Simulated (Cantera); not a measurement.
A freely propagating, adiabatic, planar premixed flame of H2 : O2 : N2 : H2O = 1 : 0.962 : 3.62 : 0.78 (molar parts), equivalence ratio 0.52, unburnt at 500 K and 100.0 Torr; mixture-averaged transport, grid criteria slope 0.08 and curve 0.16, no radiation.

Detailed kinetics in Cantera: the H2/O2 subset of GRI-Mech 3.0, which has no nitrogen chemistry. Burning velocities carry a grid error of a few per cent, more on coarse grids. Lean hydrogen flames are cellular in practice and burn faster than this planar one.

x: mole fraction of selected species; z is measured from the peak of heat release.

```csv
z (mm),T (K),u (m/s),x H2,x O2,x H2O,x OH,x H,x H2O2
-14.3,500,1.76,0.157,0.151,0.123,<1e-8,<1e-8,<1e-8
-9.55,500,1.76,0.157,0.151,0.123,<1e-8,<1e-8,<1e-8
-7.16,500,1.76,0.157,0.151,0.123,<1e-8,<1e-8,<1e-8
-4.77,500,1.75,0.156,0.151,0.123,<1e-8,1.56e-8,5.44e-8
-2.39,535,1.85,0.141,0.153,0.128,5.17e-5,9.13e-5,9.97e-6
-1.19,…,2.43,0.110,0.147,0.150,0.000356,0.00211,7.68e-6
0,…,3.31,0.0614,0.125,0.201,0.00119,0.00995,1.53e-6
1.19,…,3.97,0.0241,0.0973,0.251,0.00346,0.0152,1.95e-6
2.39,1314,4.33,0.0126,0.0864,0.270,0.00505,0.0133,1.72e-6
4.77,1426,4.68,0.00867,0.0822,0.280,0.00599,0.00816,1.02e-6
9.55,1519,4.96,0.00575,0.0802,0.288,0.00587,0.00378,5.19e-7
19.1,1584,5.15,0.00303,0.0793,0.295,0.00478,0.00130,2.69e-7
38.2,1620,5.25,0.00126,0.0792,0.299,0.00328,0.000329,1.40e-7
```

Q: Fill in the missing entries.

A: 
- -1.19, T (K): 716
- 0, T (K): 994
- 1.19, T (K): 1200
